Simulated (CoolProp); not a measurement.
Vapour-liquid equilibrium of n-pentane (1) + the fluoroketone C6F12O (FK-5-1-12) (2) at 3.01 bar; x and y are mole fractions of (1).

The numbers come from the multi-fluid Helmholtz-energy mixture model, Thol 2019 and McLinden 2015; pair parameters Bell 2016 in CoolProp.

Give the bubble temperature and the first vapour's composition at x = 0.05, 0.8, 0.95. Is there an azeotrope?

x = 0.05: 353.6 K, y = 0.138; x = 0.8: 337.1 K, y = 0.707; x = 0.95: 341.3 K, y = 0.864. y crosses x between x = 0.65 and 0.8: the model has an azeotrope there.

Pair parameters are fitted to limited data, so mixtures are less certain than the pure fluids.
